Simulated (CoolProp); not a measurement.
Model: reference Helmholtz-energy equation of state, Gao 2016, in CoolProp.

Give the vapour pressure (kPa), liquid density (kg/m³), vapour density (kg/m³), liquid cp (kJ/(kg K)) of saturated sulfur dioxide at 103.55, 138.25 °C.


```
T (°C)  p (kPa)  liquid density (kg/m³)  vapour density (kg/m³)  liquid cp (kJ/(kg K))
------  -------  ----------------------  ----------------------  ---------------------
103.55     2990                    1100                    83.9                   1.74
138.25     5700                     896                     194                   2.81
```
